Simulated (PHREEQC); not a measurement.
**Nickel, zinc or cadmium bath**

Make-up at 25 °C: 1.9 mmol/kgw ZnCl2, 0.14 mmol/kgw H3BO3 and 170 mmol/kgw HCl. It is in equilibrium with CO2 at log p = -3.4 (atm). Otherwise closed; pH follows from the charge balance.

Computed with PHREEQC (ion-association model, phreeqc.dat).

No solid was allowed to form.

**Question.** Predict the pH, activity of water, specific conductance.

**Answer.** pH 0.86; activity of water 0.994; specific conductance 58100 µS/cm.

**Question.** In which forms is Zn present?

**Answer.** Zn+2 86 %, ZnCl+ 12 %, ZnCl2 1.2 % of the Zn.
